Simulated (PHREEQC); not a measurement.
Synthetic water in mg/L, 25 °C, pH 7.24, pe 8:

```
constituent           mg/L
------------------  ------
Na                    11.7
K                     4.04
Ca                    9.08
Mg                    4.21
Cl                    29.7
S(6) as SO4           12.2
Alkalinity as HCO3    21.1
Sr                  0.0585
Ni                   0.036
B                    0.182
```

Valence states are taken as typed.

The numbers come from PHREEQC with the ion-association model, wateq4f.dat.

### Question
The ionic strength comes out as 0.00192 mol/kgw. What activity coefficients do Cl-, Na+, Mg+2, SO4-2, HCO3- get?

### Answer
Cl- 0.95, Na+ 0.95, Mg+2 0.83, SO4-2 0.82, HCO3- 0.95.

Precipitation was switched off in this run. Complexes and solids missing from the database can't appear. The database's nickel carbonate constants are estimates that later reviews lower a good deal.
